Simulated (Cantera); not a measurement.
# Dilute partial oxidation

An isothermal, constant-pressure homogeneous reactor starts with CH₃OH : O₂ : N₂ = 0.013 : 0.0074 : 1 (molar parts), at 1275 K and 5.00 bar.

Model: GRI-Mech 3.0 (53 species, 325 reactions), integrated in Cantera. GRI-Mech 3.0 was tuned for natural gas; its chemistry of methanol as a main component is partial and can be far from experiment.

| t (s) | x CH₃OH | x O₂ | x CH₂CO | x O | x NO |
|---|---|---|---|---|---|
| 6.00e-6 | 0.0127 | 0.00725 | <1e-12 | 2.53e-10 | <1e-12 |
| 2.17e-5 | 0.0127 | 0.00725 | <1e-12 | 2.58e-10 | <1e-12 |
| 7.85e-5 | 0.0127 | 0.00725 | <1e-12 | 2.75e-10 | <1e-12 |
| 0.000284 | 0.0127 | 0.00724 | 2.15e-12 | 3.44e-10 | <1e-12 |
| 0.00103 | 0.0125 | 0.00717 | 6.70e-11 | 1.53e-9 | <1e-12 |
| 0.00371 | 1.81e-9 | 1.08e-6 | 2.61e-9 | 2.00e-8 | 6.11e-8 |
| 0.0134 | 4.12e-10 | 2.73e-8 | 1.13e-9 | 1.58e-11 | 4.67e-8 |
| 0.0485 | 8.20e-11 | 1.01e-8 | 2.57e-10 | <1e-12 | 3.62e-8 |
| 0.175 | 2.09e-11 | 4.64e-9 | 6.38e-11 | <1e-12 | 2.90e-8 |
| 0.634 | 6.87e-12 | 2.07e-9 | 1.85e-11 | <1e-12 | 2.29e-8 |
| 2.29 | 4.68e-12 | 4.70e-10 | 1.20e-11 | <1e-12 | 1.47e-8 |
| 8.30 | 4.36e-12 | 3.57e-12 | 1.11e-11 | <1e-12 | 3.37e-9 |
| 30.0 | 3.89e-12 | <1e-12 | 9.90e-12 | <1e-12 | 1.75e-11 |
x: mole fraction; the columns are a selection and need not sum to one.

Equilibrium at this temperature and pressure: CH₃OH <1e-12, O₂ <1e-12, CH₂CO <1e-12, O <1e-12, NO 1.45e-11 (gas phase only).
